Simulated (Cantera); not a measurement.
What does this Cantera script print?

```python
import numpy as np
import cantera as ct

gas_names = [...]  # 110 gases of nasa_gas.yaml made of C, H, O
cond_names = """
    C(gr) C6H6(L) C7H8(L) C8H18(L),n-octa H2O(s) H2O(L)
""".split()


# ... load() reads the species with a 1 bar reference pressure and builds the phases ...
atoms = {
    'CH4': {'C': 1, 'H': 4},
    'CO2': {'C': 1, 'O': 2},
    'H2': {'H': 2},
    'O2': {'O': 2},
}
top_T = {'C(gr)': 4500}  # K; cautious upper limits of use, not melting points


# ... equilibrate(T, P, feed) seeds the gas with the atoms and calls Mixture.equilibrate('TP', solver="vcs", rtol=1e-11, max_steps=5000) ...
results = []
feed = {'CH4': 1, 'CO2': 0.027, 'H2': 0.42, 'O2': 0.007}  # mol
T = 2725  # K
P = 13332.2  # Pa
mix = equilibrate(T, P, feed)
results.append((T, P, feed, dict(zip(mix.species_names, mix.species_moles))))
print(gas.report(threshold=1e-05))
for i in range(1, mix.n_phases):
    print(f"{mix.phase(i).name:16s} {mix.phase_moles(i):12.5e} mol")
```

Output:

```
       temperature   2725 K
          pressure   13332 Pa
           density   0.0017886 kg/m^3
  mean mol. weight   3.0395 kg/kmol
   phase of matter   gas

                          1 kg             1 kmol
                     ---------------   ---------------
          enthalpy        3.6928e+07        1.1224e+08  J
   internal energy        2.9474e+07        8.9586e+07  J
           entropy             72560        2.2055e+05  J/K
    Gibbs function        -1.608e+08       -4.8875e+08  J
 heat capacity c_p             11528             35039  J/K
 heat capacity c_v            8792.4             26725  J/K

                      mass frac. Y      mole frac. X     chem. pot. / RT
                     ---------------   ---------------   ---------------
                 C        8.4057e-05        2.1272e-05           -3.4662
               CH2        5.8116e-05        1.2593e-05           -26.214
               CH3        0.00014829         2.998e-05           -37.588
                CO           0.23253          0.025233           -39.373
               C2H          0.003602        0.00043742           -18.306
    C2H2,acetylene           0.17675          0.020633            -29.68
   C2H2,vinylidene        0.00027623        3.2246e-05            -29.68
                C3         0.0010868        9.1678e-05           -10.399
              C4H2         0.0036413        0.00022109           -36.612
                 H          0.050701           0.15288           -11.374
                H2           0.53085           0.80037           -22.748
     [  +99 minor]        0.00026585         3.105e-05

C(gr)             8.41798e-01 mol
```

Cantera equilibrium calculation (NASA polynomials, part measured and part estimated; ideal gas, pure solids and liquids).
